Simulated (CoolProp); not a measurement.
Vapour-liquid equilibrium of dimethyl ether (1) + 1-butene (2) at 5.63 bar; x and y are mole fractions of (1).

Computed with CoolProp (multi-fluid Helmholtz-energy mixture model, Wu 2011 and Lemmon 2005; pair parameters Bell 2016).

```
x     bubble temperature, mixture model (K)  bubble temperature, Raoult's law (K)  y, mixture model  y, Raoult's law
----  -------------------------------------  ------------------------------------  ----------------  ---------------
0.05                                  318.6                                 319.2             0.098            0.092
0.15                                  314.5                                 316.0             0.264            0.255
0.25                                  311.0                                 313.0             0.398            0.393
0.35                                  308.0                                 310.2             0.509            0.513
0.45                                  305.5                                 307.7             0.603            0.616
0.55                                  303.3                                 305.4             0.685            0.706
0.65                                  301.5                                 303.2             0.760            0.785
0.75                                  299.8                                 301.1             0.829            0.856
0.85                                  298.4                                 299.2             0.897            0.918
0.95                                  297.1                                 297.4             0.965            0.974
```

The largest gap from Raoult's law is -2.2 K in bubble temperature, at x = 0.35. No azeotrope shows between x = 0.05 and 0.95.

Pair parameters are fitted to limited data, so mixtures are less certain than the pure fluids.
